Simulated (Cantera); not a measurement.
Charge: 1 mol Si3H8, 0.61 mol Cl2, 300 mol N2, at 0.00570 bar.

Method: chemical equilibrium by Gibbs-energy minimisation in Cantera with the NASA 1993 tables (ideal gas, pure condensed phases). Candidate condensed phases: NH4Cl, Si, Si3N4; 28 gas species. The feed counts by its element totals alone. N2 is the only nitrogen source here; it is nearly inert below about 1500 K, so the nitride shown seldom forms there in practice. The tables' values for SiCl, SiN are old estimates; treat these amounts as uncertain. The numbers say what is thermodynamically allowed, not how fast it happens.

x: gas mole fraction; n: condensed amount in mol.

```json
[
 {"T (K)": "1123", "x N2": "0.985", "x H2": "0.0112", "x HCl": "0.00403", "x SiCl2": "1.65e-7", "x H": "5.97e-8", "n Si3N4(s)": "1.000", "n Si(l)": "0"},
 {"T (K)": "1173", "x N2": "0.985", "x H2": "0.0112", "x HCl": "0.00403", "x SiCl2": "5.50e-7", "x H": "1.65e-7", "n Si3N4(s)": "1.000", "n Si(l)": "0"},
 {"T (K)": "1223", "x N2": "0.985", "x H2": "0.0112", "x HCl": "0.00403", "x SiCl2": "1.66e-6", "x H": "4.22e-7", "n Si3N4(s)": "1.000", "n Si(l)": "0"},
 {"T (K)": "1273", "x N2": "0.985", "x H2": "0.0112", "x HCl": "0.00402", "x SiCl2": "[?]", "x H": "[?]", "n Si3N4(s)": "1.000", "n Si(l)": "0"},
 {"T (K)": "1323", "x N2": "0.985", "x H2": "0.0112", "x HCl": "0.00401", "x SiCl2": "[?]", "x H": "[?]", "n Si3N4(s)": "0.999", "n Si(l)": "0"},
 {"T (K)": "1373", "x N2": "0.985", "x H2": "0.0112", "x HCl": "0.00397", "x SiCl2": "2.71e-5", "x H": "4.67e-6", "n Si3N4(s)": "0.997", "n Si(l)": "0"},
 {"T (K)": "1423", "x N2": "0.985", "x H2": "0.0113", "x HCl": "0.00391", "x SiCl2": "5.84e-5", "x H": "9.34e-6", "n Si3N4(s)": "0.994", "n Si(l)": "0"},
 {"T (K)": "1473", "x N2": "0.985", "x H2": "0.0113", "x HCl": "0.00379", "x SiCl2": "0.000116", "x H": "1.78e-5", "n Si3N4(s)": "0.988", "n Si(l)": "0"},
 {"T (K)": "1523", "x N2": "0.985", "x H2": "0.0114", "x HCl": "0.00360", "x SiCl2": "0.000208", "x H": "3.27e-5", "n Si3N4(s)": "0.979", "n Si(l)": "0"},
 {"T (K)": "1573", "x N2": "0.985", "x H2": "0.0115", "x HCl": "0.00334", "x SiCl2": "0.000338", "x H": "5.78e-5", "n Si3N4(s)": "0.966", "n Si(l)": "0"},
 {"T (K)": "1623", "x N2": "0.985", "x H2": "0.0117", "x HCl": "0.00301", "x SiCl2": "0.000498", "x H": "9.89e-5", "n Si3N4(s)": "0.949", "n Si(l)": "0"},
 {"T (K)": "1673", "x N2": "0.985", "x H2": "0.0118", "x HCl": "0.00264", "x SiCl2": "0.000673", "x H": "0.000164", "n Si3N4(s)": "0.929", "n Si(l)": "0"},
 {"T (K)": "1723", "x N2": "0.985", "x H2": "0.0119", "x HCl": "0.00228", "x SiCl2": "0.000844", "x H": "0.000264", "n Si3N4(s)": "0.901", "n Si(l)": "0"},
 {"T (K)": "1773", "x N2": "0.984", "x H2": "0.0120", "x HCl": "0.00192", "x SiCl2": "0.000990", "x H": "0.000412", "n Si3N4(s)": "0", "n Si(l)": "2.55"}
]
```

Problem. What belongs in the gaps?

Solution. 
- 1273, x SiCl2: 4.57e-6
- 1273, x H: 1.00e-6
- 1323, x SiCl2: 1.16e-5
- 1323, x H: 2.22e-6
